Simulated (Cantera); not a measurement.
Charge: 1 mol HMDSO, 0.13 mol CO2, 180 mol N2, 1.4 mol N2O, held at 1950 K and 0.630 bar.

These are equilibrium values from Cantera (NASA tables, ideal gas, pure condensed phases), not measurements of a reactor. Candidate condensed phases: C, C6H6, C7H8, C8H18, H2O, Si, SiC, SiO2, Si2N2O, Si3N4; 151 gas species. The feed counts by its element totals alone. The numbers say what is thermodynamically allowed, not how fast it happens.

Base state: N2 0.938, H2 0.0451, CO 0.0137, HCN 0.00248, H 0.000307, HNC 0.000128, SiO 0.000113, C2H2 (acetylene) 2.47e-5 (mole fractions); condensed: C(graphite) + SiC(s).

**Question.** What changes in the equilibrium state with this change: pressure from 0.630 bar to 54.0 mbar?

**Answer.** 
```json
[
 {"species": "N2", "before": "0.938", "after": "0.938"},
 {"species": "H2", "before": "0.0451", "after": "0.0447"},
 {"species": "CO", "before": "0.0137", "after": "0.0137"},
 {"species": "H", "before": "0.000307", "after": "0.00104"},
 {"species": "SiO", "before": "0.000113", "after": "0.000113"},
 {"species": "Si", "before": "1.71e-6", "after": "2.00e-5"},
 {"species": "C2H2 (acetylene)", "before": "2.47e-5", "after": "2.45e-5"},
 {"species": "HCN", "before": "0.00248", "after": "0.00247"},
 {"species": "HNC", "before": "0.000128", "after": "0.000128"},
 {"species": "C(graphite), mol", "before": "1.00", "after": "1.01"},
 {"species": "SiC(s), mol", "before": "1.98", "after": "1.97"}
]
```

**Question.** What changes in the equilibrium state with this change: temperature from 1950 K to 1175 K?

**Answer.** 
```json
[
 {"species": "N2", "before": "0.938", "after": "0.944"},
 {"species": "H2", "before": "0.0451", "after": "0.0470"},
 {"species": "CO", "before": "0.0137", "after": "0.00868"},
 {"species": "HCN", "before": "0.00248", "after": "1.18e-5"},
 {"species": "SiO", "before": "0.000113", "after": "<1e-9"},
 {"species": "H", "before": "0.000307", "after": "3.35e-8"},
 {"species": "C2H2 (acetylene)", "before": "2.47e-5", "after": "3.00e-9"},
 {"species": "HNC", "before": "0.000128", "after": "5.19e-8"},
 {"species": "C(graphite), mol", "before": "1.00", "after": "4.46"},
 {"species": "SiC(s), mol", "before": "1.98", "after": "0"},
 {"species": "Si2N2O(s), mol", "before": "0", "after": "1.00"}
]
```

**Question.** What changes in the equilibrium state with this change: CO2 from 0.13 to 5.2 mol?

**Answer.** 
```csv
species,before,after
N2,0.938,0.894
CO,0.0137,0.0549
H2,0.0451,0.0441
SiO,0.000113,0.00670
C2H2 (acetylene),2.47e-5,5.61e-7
HCN,0.00248,0.000365
HNC,0.000128,1.89e-5
H,0.000307,0.000303
"C(graphite), mol",1.00,0
"SiC(s), mol",1.98,0
"Si2N2O(s), mol",0,0.321
```
